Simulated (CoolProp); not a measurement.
Model: reference Helmholtz-energy equation of state, Lemmon 2006, in CoolProp. It is a short technical equation, of lower accuracy than the large ones.

Question: For CH3F (R41), give the phase and the density (kg/m³), cp (kJ/(kg K)), expansivity (1/kK), fugacity coefficient at -61.15 °C and 1.9 MPa; -61.15 °C and 2.53 MPa; -61.15 °C and 7.59 MPa.

Answer: 
- -61.15 °C and 1.9 MPa: liquid; density 847, cp 2.10, expansivity 2.61, fugacity coefficient 0.122
- -61.15 °C and 2.53 MPa: liquid; density 848, cp 2.09, expansivity 2.59, fugacity coefficient 0.0933
- -61.15 °C and 7.59 MPa: liquid; density 856, cp 2.06, expansivity 2.44, fugacity coefficient 0.0349
